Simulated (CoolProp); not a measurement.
Saturation properties of normal hydrogen (Tc = -240.0 °C, pc = 1.296 MPa, ω = -0.219).

Computed with CoolProp (reference Helmholtz-energy equation of state, Leachman 2009).

```csv
T (°C),p (MPa),enthalpy of vaporisation (kJ/kg),vapour viscosity (µPa s),liquid conductivity (mW/(m K))
-251.05,0.1633,438.5,1.09,104
-249.55,0.2355,425.5,1.18,103
-248.05,?,407.9,1.28,102
-246.55,0.4430,?,?,101
-245.05,0.5838,354.5,?,98.6
-243.55,0.7537,314.1,?,95.6
-242.05,0.9563,256.7,?,91.7
-240.55,1.197,153.2,2.30,91.7
```

Some entries are withheld; supply them.


- -248.05, p (MPa): 0.3278
- -246.55, enthalpy of vaporisation (kJ/kg): 384.7
- -246.55, vapour viscosity (µPa s): 1.39
- -245.05, vapour viscosity (µPa s): 1.51
- -243.55, vapour viscosity (µPa s): 1.67
- -242.05, vapour viscosity (µPa s): 1.88

It boils at -252.8 °C under 1 atm.

Viscosity comes from a separate model (Muzny 2013). Thermal conductivity comes from a separate model (Assael 2011).
